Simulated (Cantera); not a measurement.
# Carbon deposition, reforming and gasification: C2H6 + CO2

A closed system holds: 1 mol C2H6, a varied amount of CO2, equilibrated at 2000 K and 41.0 bar.

Cantera equilibrium calculation (NASA polynomials, part measured and part estimated; ideal gas, pure solids and liquids). Candidate condensed phases: C, C6H6, C7H8, C8H18, H2O; 110 gas species. The ideal-gas law is rough above about 30 bar. Equilibrium is a limit: real reactors are often held back by kinetics, nucleation or transport.

From 0.027 mol CO2 to 0.71 mol CO2 the condensed part is C(graphite). The main C-bearing gas is CO throughout. The share of C in condensed phases is highest at 0.027 mol CO2 (94.7 %) and lowest at 0.71 mol CO2 (46.3 %).

| n(CO2) (mol) | x H2 | x CO | x CH4 | x H2O | x C2H2 (acetylene) | x H | x C2H4 | x CO2 | n C(graphite) |
|---|---|---|---|---|---|---|---|---|---|
| 0.027 | 0.965 | 0.0179 | 0.0162 | 8.29e-5 | 0.000741 | 0.000249 | 0.000197 | 3.35e-7 | 1.92 |
| 0.036 | 0.959 | 0.0237 | 0.0160 | 0.000109 | 0.000737 | 0.000249 | 0.000195 | 5.89e-7 | 1.91 |
| 0.049 | 0.951 | 0.0320 | 0.0157 | 0.000146 | 0.000730 | 0.000248 | 0.000192 | 1.07e-6 | 1.90 |
| 0.066 | 0.941 | 0.0426 | 0.0154 | 0.000193 | 0.000723 | 0.000246 | 0.000188 | 1.90e-6 | 1.88 |
| 0.088 | 0.928 | 0.0560 | 0.0150 | 0.000250 | 0.000713 | 0.000245 | 0.000183 | 3.29e-6 | 1.86 |
| 0.12 | 0.909 | 0.0748 | 0.0144 | 0.000327 | 0.000698 | 0.000242 | 0.000175 | 5.87e-6 | 1.83 |
| 0.16 | 0.887 | 0.0973 | 0.0137 | 0.000415 | 0.000682 | 0.000239 | 0.000167 | 9.93e-6 | 1.79 |
| 0.22 | 0.857 | 0.129 | 0.0128 | 0.000531 | 0.000658 | 0.000235 | 0.000156 | 1.75e-5 | 1.73 |
| 0.29 | 0.823 | 0.163 | 0.0118 | 0.000646 | 0.000632 | 0.000230 | 0.000144 | 2.80e-5 | 1.66 |
| 0.39 | 0.780 | 0.208 | 0.0106 | 0.000779 | 0.000599 | 0.000224 | 0.000129 | 4.53e-5 | 1.57 |
| 0.53 | 0.726 | 0.263 | 0.00918 | 0.000917 | 0.000558 | 0.000216 | 0.000112 | 7.23e-5 | 1.43 |
| 0.71 | 0.667 | 0.323 | 0.00775 | 0.00104 | 0.000513 | 0.000207 | 9.45e-5 | 0.000109 | 1.26 |
x: gas mole fraction; n: condensed amount in mol.
